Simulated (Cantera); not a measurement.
Feed: 1 mol CH₃SiH₃, 0.026 mol C₃H₈, 3.9 mol H₂, at 19.0 mbar.

These are equilibrium values from Cantera (NASA tables, ideal gas, pure condensed phases), not measurements of a reactor. Candidate condensed phases: C, C₆H₆, C₇H₈, C₈H₁₈, Si, SiC; 87 gas species. The feed counts by its element totals alone. The numbers say what is thermodynamically allowed, not how fast it happens. All values below are at 1625 K.

Base state: H₂ 0.999, H 0.000512, C₂H₂ (acetylene) 3.55e-5, CH₄ 2.79e-5 (mole fractions); condensed: C(graphite) + SiC(s).

Problem. What changes in the equilibrium state with this change: CH₃SiH₃ replaced by (CH₃)₂SiCl₂?

Solution. 
| species | before | after |
|---|---|---|
| H₂ | 0.999 | 0.753 |
| HCl | 0 | 0.243 |
| SiCl₂ | 0 | 0.00314 |
| SiCl₃ | 0 | 0.000144 |
| Cl | 0 | 0.000113 |
| SiCl₄ | 0 | 1.53e-5 |
| CH₄ | 2.79e-5 | 1.58e-5 |
| C₂H₂ (acetylene) | 3.55e-5 | 2.68e-5 |
| C(graphite), mol | 0.0773 | 1.10 |
| SiC(s), mol | 1.000 | 0.974 |
The tables' values for SiCl₃ are old estimates; treat these amounts as uncertain.
